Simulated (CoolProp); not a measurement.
Model: reference Helmholtz-energy equation of state, Lemmon 2003, in CoolProp. It is a pseudo-pure fit of the blend.

Q: For R507A, give the phase and the cv (kJ/(kg K)), conductivity (mW/(m K)) at 350.4 K and 0.0883 MPa; 468.3 K and 4.01 MPa; 246.5 K and 0.0236 MPa.

A: 
- 350.4 K and 0.0883 MPa: gas; cv 0.868, conductivity 17.3
- 468.3 K and 4.01 MPa: supercritical; cv 1.07, conductivity 29.5
- 246.5 K and 0.0236 MPa: gas; cv 0.681, conductivity 9.58

Thermal conductivity comes from a separate model (Geller 2001).
